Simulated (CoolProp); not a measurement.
Vapour-liquid equilibrium of acetone (1) + n-nonane (2) at 0.705 MPa; x and y are mole fractions of (1).

The numbers come from the multi-fluid Helmholtz-energy mixture model, Lemmon 2006 and Lemmon 2006; pair parameters Bell 2016 in CoolProp.

| x | bubble temperature (°C) | y at the bubble point | dew temperature at overall composition x (°C) | liquid density (mol/L) |
|---|---|---|---|---|
| 0.05 | 222.2 | 0.285 | 239.4 | 4.273 |
| 0.125 | 196.4 | 0.568 | 234.1 | 4.695 |
| 0.2 | 178.4 | 0.715 | 228.7 | 5.076 |
| 0.275 | 166.3 | 0.792 | 223.0 | 5.435 |
| 0.35 | 158.0 | 0.837 | 216.9 | 5.795 |
| 0.425 | 152.1 | 0.867 | 210.5 | 6.170 |
| 0.5 | 147.6 | 0.888 | 203.4 | 6.575 |
| 0.575 | 143.9 | 0.905 | 195.7 | 7.024 |
| 0.65 | 140.6 | 0.921 | 187.0 | 7.531 |
| 0.725 | 137.6 | 0.936 | 176.9 | 8.114 |
| 0.8 | 134.7 | 0.951 | 164.9 | 8.793 |
| 0.875 | 131.7 | 0.968 | 150.3 | 9.594 |
| 0.95 | 128.8 | 0.986 | 134.8 | 10.55 |

No azeotrope shows between x = 0.05 and 0.95.

The pair parameters rest on a limited set of measurements; away from them the model extrapolates.
